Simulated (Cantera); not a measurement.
A diamond (100) surface in a fixed gas of H2 with x(CH4) = 0.005, x(H) = 0.0067, at 1150 K, 0.148 atm; coverages are run to steady state.

Cantera simulation using the Harris–Goodwin 1993 mechanism for the reconstructed diamond (100) surface; the numbers are that mechanism's predictions, not measurements.

θ: site fractions in the mechanism's names (c6HH fully hydrogenated, c6H* and c6*H radical sites, c6** diradical, c6HM methylated).

```tsv
x(CH3)	growth (µm/h)	θ c6HH	θ c6H*	θ c6*H	θ c6**	θ c6HM
1e-06	[?]	0.475	0.0332	0.468	0.0236	3.63e-5
2.3e-06	[?]	0.475	0.0332	0.468	0.0236	8.35e-5
5.5e-06	[?]	0.475	0.0332	0.468	0.0236	0.000200
1.3e-05	[?]	0.475	0.0332	0.468	0.0236	0.000471
3e-05	[?]	0.474	0.0332	0.467	0.0236	0.00109
7.1e-05	[?]	0.473	0.0331	0.466	0.0235	0.00256
0.00017	[?]	0.471	0.0329	0.463	0.0233	0.00609
0.00039	[?]	0.465	0.0325	0.457	0.0228	0.0138
0.00091	[?]	0.453	0.0315	0.444	0.0217	0.0309
```

Task: Some entries are withheld; supply them.

Result: 
- 1e-06, growth (µm/h): 0.113
- 2.3e-06, growth (µm/h): 0.259
- 5.5e-06, growth (µm/h): 0.620
- 1.3e-05, growth (µm/h): 1.46
- 3e-05, growth (µm/h): 3.37
- 7.1e-05, growth (µm/h): 7.96
- 0.00017, growth (µm/h): 18.9
- 0.00039, growth (µm/h): 42.7
- 0.00091, growth (µm/h): 96.0
